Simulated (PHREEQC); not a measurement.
Dissolve 0.01 mol HF and 0.0005 mol NH4HF2 per kg of water at 70 °C. Closed to the air; pH follows from the charge balance.

All values are PHREEQC results (ion-association model, phreeqc.dat), not measurements.

Precipitation was switched off in this run.

Q: Estimate the pH, ionic strength.

A: pH 2.86; ionic strength 0.00196 mol/kgw.

Q: In which forms is F present?

A: HF 81 %, F- 17 %, HF2- 1.3 % of the F.

Complexes and solids missing from the database can't appear. Away from 25 °C the constants follow the database's enthalpies or fits; those with neither stay at their 25 °C values.
